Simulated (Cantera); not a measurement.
A Cantera script and what it prints.

```python
import numpy as np
import cantera as ct

gas_names = """
    C CN CO CO2 C2 CCN CNC C2N2 C2O C3 C3O2 C4 C4N2 C5 Fe FeC5O5 FeO N NCO NO NO2 NO3 N2 N2O O O2 O3
""".split()
cond_names = """
    C(gr) Fe(a) Fe(c) Fe(d) Fe(L) FeC5O5(L) FeO(s) FeO(L) Fe2O3(s) Fe3O4(s)
""".split()


# ... load() reads the species with a 1 bar reference pressure and builds the phases ...
atoms = {
    'Fe2O3': {'Fe': 2, 'O': 3},
    'C': {'C': 1},
    'N2': {'N': 2},
}
top_T = {'C(gr)': 4500, 'Fe2O3(s)': 1830, 'Fe3O4(s)': 1870}  # K; cautious upper limits of use, not melting points


# ... equilibrate(T, P, feed) seeds the gas with the atoms and calls Mixture.equilibrate('TP', solver="vcs", rtol=1e-11, max_steps=5000) ...
results = []
feed = {'Fe2O3': 1, 'C': 3.5, 'N2': 18}  # mol
P = 101325  # Pa
for T in [1548, 1648, 1748, 1848, 1948, 2048, 2148, 2248, 2348, 2448, 2548]:
    mix = equilibrate(T, P, feed)
    results.append((T, P, feed, dict(zip(mix.species_names, mix.species_moles))))

top = {s: max(r[3][s] / sum(r[3][g] for g in gas_names) for r in results) for s in gas_names}
cols = sorted((s for s in top if top[s] > 1e-06), key=lambda s: -top[s])[:8]
seen = [c for c in cond_names if any(r[3].get(c, 0) > 1e-12 for r in results)]
print("log10 of partial pressures in bar; condensed amounts in mol")
print(f"{'T/K':>10s}" + "".join(f"{s[:9]:>10s}" for s in cols + seen))
for T, P, feed, n in results:
    ng = sum(n[g] for g in gas_names)
    print(f"{T:10.4g}" + "".join(f"{np.log10(max(n[s] / ng * P / 1e5, 1e-99)):10.3f}" for s in cols)
          + "".join(f"{n.get(c, 0):10.4g}" for c in seen))
```

It prints:

```
log10 of partial pressures in bar; condensed amounts in mol
       T/K        N2        CO        Fe        CN      C2N2       CO2        C3     C(gr)     Fe(c)     Fe(d)     Fe(L)
      1548    -0.061    -0.839    -6.395    -9.600    -8.184    -5.035   -16.843    0.5002         2         0         0
      1648    -0.061    -0.839    -5.584    -8.706    -7.544    -5.371   -15.149    0.5001         2         0         0
      1748    -0.061    -0.839    -4.869    -7.916    -6.977    -5.666   -13.652       0.5         0         2         0
      1848    -0.061    -0.839    -4.244    -7.212    -6.472    -5.927   -12.321       0.5         0         0     1.999
      1948    -0.061    -0.839    -3.699    -6.582    -6.019    -6.160   -11.129       0.5         0         0     1.996
      2048    -0.061    -0.840    -3.210    -6.013    -5.610    -6.369   -10.056    0.4999         0         0     1.987
      2148    -0.062    -0.840    -2.769    -5.499    -5.240    -6.557    -9.086    0.4997         0         0     1.965
      2248    -0.063    -0.841    -2.370    -5.031    -4.903    -6.728    -8.204    0.4993         0         0     1.911
      2348    -0.065    -0.844    -2.007    -4.604    -4.597    -6.886    -7.399    0.4984         0         0     1.794
      2448    -0.070    -0.849    -1.676    -4.214    -4.319    -7.036    -6.663    0.4966         0         0     1.553
      2548    -0.080    -0.858    -1.372    -3.857    -4.067    -7.182    -5.986    0.4932         0         0     1.082
```

These are equilibrium values from Cantera (NASA tables, ideal gas, pure condensed phases), not measurements of a reactor. Iron dissolves carbon and melts from about 1420 K in contact with it, which pure phases cannot show. Condensed phases not in the tables: cementite and carbon dissolved in iron.
